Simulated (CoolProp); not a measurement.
Properties of ethanol along the isotherm 256.05 °C.

Values from CoolProp's reference Helmholtz-energy equation of state, Schroeder 2014.

| p (kPa) | phase | cp (kJ/(kg K)) | speed of sound (m/s) | expansivity (1/kK) | viscosity (µPa s) |
|---|---|---|---|---|---|
| 5220 | gas | 3.954 | 253.4 | (withheld) | 17.5 |
| 10400 | supercritical | 6.752 | (withheld) | (withheld) | 54.7 |
| 15700 | supercritical | 4.913 | 450.0 | 5.215 | 71.4 |
| 20900 | supercritical | (withheld) | 547.7 | 3.674 | 81.3 |
| 26100 | supercritical | 4.261 | 621.2 | 2.974 | 89.1 |
| 31300 | supercritical | 4.129 | 681.4 | 2.563 | 95.8 |
| 36600 | supercritical | 4.037 | 733.8 | 2.282 | 102 |
| 41800 | supercritical | 3.970 | 779.2 | 2.081 | 108 |
| 47000 | supercritical | 3.917 | 820.1 | 1.927 | 113 |
| 52200 | supercritical | 3.875 | 857.7 | 1.802 | 118 |
| 57500 | supercritical | (withheld) | 893.2 | 1.698 | 123 |
| 62700 | supercritical | 3.808 | (withheld) | 1.611 | 127 |

### Question
Fill in the missing entries.

### Answer

- 5220, expansivity (1/kK): 7.776
- 10400, speed of sound (m/s): 291.8
- 10400, expansivity (1/kK): 12.77
- 20900, cp (kJ/(kg K)): 4.474
- 57500, cp (kJ/(kg K)): 3.838
- 62700, speed of sound (m/s): 925.8

The peak of cp marks the crossing from liquid-like to gas-like fluid above the critical point.

Viscosity comes from a separate model (Kiselev 2005).
